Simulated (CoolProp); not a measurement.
The numbers come from the reference Helmholtz-energy equation of state, Guder 2009 in CoolProp.

Task: For sulfur hexafluoride, give the phase and the cp (kJ/(kg K)), speed of sound (m/s) at 68.55 °C and 25 kPa; 68.55 °C and 51.4 kPa; 68.55 °C and 1880 kPa.

Result: 
- 68.55 °C and 25 kPa: gas; cp 0.730, speed of sound 145
- 68.55 °C and 51.4 kPa: gas; cp 0.730, speed of sound 145
- 68.55 °C and 1880 kPa: gas; cp 0.807, speed of sound 128
